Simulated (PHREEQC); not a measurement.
**Brine**

Consider water at 25 °C with 2.8 mol MgCl2 and 0.34 mol H3BO3 per kg of water. Closed to the air; pH follows from the charge balance.

Equilibrium calculation in PHREEQC: Pitzer model, pitzer.dat.

This is a speciation only: nothing precipitates in the calculation.

### Question
What pH, osmotic coefficient does the model give?

### Answer
pH 2.64; osmotic coefficient 1.923.

Complexes and solids missing from the database can't appear. In brines, pH and single-ion activities rest on the MacInnes convention.
